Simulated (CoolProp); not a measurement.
Propylene glycol at several states: Z from the reference equation and from simpler models built on Tc = 674.0 K, pc = 72.92 bar, ω = 0.327; each cubic takes its own stable root.

Computed with CoolProp (reference Helmholtz-energy equation of state, Eisenbach 2021).

```csv
T (K),p (bar),phase,reference,Redlich-Kwong,Soave-Redlich-Kwong
546.2,289,liquid,0.5767,0.6004,___
504,2.08,gas,0.9702,0.9777,___
606.1,2.51,gas,0.9827,0.9839,0.9830
454,2.76,liquid,0.006184,0.9601,___
333.8,16.8,liquid,0.04579,___,___
```

Problem. Complete the blanks.

Solution. 
- 546.2, Soave-Redlich-Kwong: 0.5824
- 504, Soave-Redlich-Kwong: 0.9748
- 454, Soave-Redlich-Kwong: 0.006294
- 333.8, Redlich-Kwong: 0.04758
- 333.8, Soave-Redlich-Kwong: 0.04627

At some of these states Redlich-Kwong gives the other phase, because its saturation line lies elsewhere.
